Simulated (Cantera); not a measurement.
Cantera run, input and output.

```python
import numpy as np
import cantera as ct

gas = ct.Solution("gri30.yaml")
gas.TPX = 2523, 2800, {'CH4': 0.044, 'H2': 0.45, 'N2': 0.0027}
reactor = ct.IdealGasConstPressureReactor(gas, energy="off", clone=False)
net = ct.ReactorNet([reactor])
net.rtol, net.atol = 1e-08, 1e-18
show = ['CH4', 'H2', 'C2H4', 'C2H', 'C2H6', 'C2H2']
times = np.geomspace(5e-06, 20, 9)

steps = ct.SolutionArray(gas, extra=["t"])
rows = []
print(f"{'t/s':>10s}{'T/K':>9s}{'P/Pa':>11s}" + "".join(f"{s:>11s}" for s in show))
for t in times:
    while net.time < t:
        t_next = net.step()
        steps.append(gas.state, t=t_next)
    rows.append([np.interp(t, steps.t, y) for y in (steps.T, steps.P, *steps(*show).X.T)])
    print(f"{t:10.3e}{rows[-1][0]:9.1f}{rows[-1][1]:11.4g}" + "".join(f"{x:11.3e}" for x in rows[-1][2:]))
rate = np.gradient(steps.T, steps.t)
print("integrator steps:", len(steps.t))
if steps.T.max() > steps.T[0] + 200:
    print(f"time of steepest temperature rise: {steps.t[rate.argmax()]:.4e} s")
gas.TPX = 2523, 2800, {'CH4': 0.044, 'H2': 0.45, 'N2': 0.0027}
gas.equilibrate("TP")
print(f"equilibrium (TP): T = {gas.T:.1f} K  " + "  ".join(f"{s} {gas[s].X[0]:.3e}" for s in show))
```

Result:

```
       t/s      T/K       P/Pa        CH4         H2       C2H4        C2H       C2H6       C2H2
 5.000e-06   2523.0       2800  8.769e-02  9.054e-01  5.438e-08  3.990e-14  1.549e-08  9.487e-10
 3.344e-05   2523.0       2800  8.240e-02  9.029e-01  3.838e-05  1.859e-09  3.077e-06  6.373e-06
 2.236e-04   2523.0       2800  4.977e-02  8.978e-01  1.094e-03  1.113e-05  1.859e-05  6.781e-03
 1.495e-03   2523.0       2800  4.291e-03  9.162e-01  3.799e-05  1.042e-04  2.506e-07  3.636e-02
 1.000e-02   2523.0       2800  1.119e-04  8.967e-01  2.608e-06  1.932e-04  2.638e-10  3.916e-02
 6.687e-02   2523.0       2800  9.090e-06  8.398e-01  8.700e-07  3.971e-04  2.917e-12  3.787e-02
 4.472e-01   2523.0       2800  5.015e-06  8.074e-01  5.589e-07  5.182e-04  1.069e-12  3.702e-02
 2.991e+00   2523.0       2800  5.023e-06  8.074e-01  5.543e-07  5.143e-04  1.072e-12  3.673e-02
 2.000e+01   2523.0       2800  4.998e-06  8.074e-01  5.402e-07  5.012e-04  1.061e-12  3.579e-02
integrator steps: 1701
equilibrium (TP): T = 2523.0 K  CH4 4.951e-06  H2 8.074e-01  C2H4 5.139e-07  C2H 4.766e-04  C2H6 1.039e-12  C2H2 3.404e-02
```

Computed with Cantera and GRI-Mech 3.0 (53 species, 325 reactions). GRI-Mech 3.0 stops at C3 and has no aromatics, soot or wall deposition, so with more carbon than oxygen in the feed, carbon stays in small species such as C2H2 where larger ones or solid carbon would form. Radical loss at walls, strong at low pressure, is not modelled.
